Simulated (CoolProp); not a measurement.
A single-stage vapour-compression cycle with the fluid: evaporating at 270.15 K (dew point), condensing at 296.15 K (bubble point), superheat 10 K, subcooling 0 K, compressor efficiency 0.7, no pressure losses. The same conditions are run with several fluids, on thermodynamics alone (safety and materials aside).

The numbers come from the reference Helmholtz-energy equation of state of each fluid (cyclopentane: Gedanitz 2015; propylene: Lemmon 2013; R141b: Lemmon 2006; isobutane: Bücker 2006; dimethyl ether: Wu 2011; R152A: Outcalt 1996) in CoolProp.

| fluid | cooling COP | pressure ratio | discharge temperature (K) | refrigerating effect (kJ/kg) | volumetric capacity (kJ/m³) |
|---|---|---|---|---|---|
| cyclopentane | 6.77 | 3.18 | 328.2 | 391 | 146 |
| propylene | 6.31 | 2.06 | ? | ? | 3570 |
| R141b | 6.73 | ? | ? | 217 | 270 |
| isobutane | 6.56 | ? | 312.2 | 312 | ? |
| dimethyl ether | 6.55 | ? | 325.3 | 392 | 1970 |
| R152A | 6.50 | 2.37 | 325.9 | 276 | ? |

**Question.** Some entries are withheld; supply them.

**Answer.** 
- propylene, discharge temperature (K): 320.9
- propylene, refrigerating effect (kJ/kg): 333
- R141b, pressure ratio: 2.98
- R141b, discharge temperature (K): 323.6
- isobutane, pressure ratio: 2.35
- isobutane, volumetric capacity (kJ/m³): 1150
- dimethyl ether, pressure ratio: 2.32
- R152A, volumetric capacity (kJ/m³): 1980
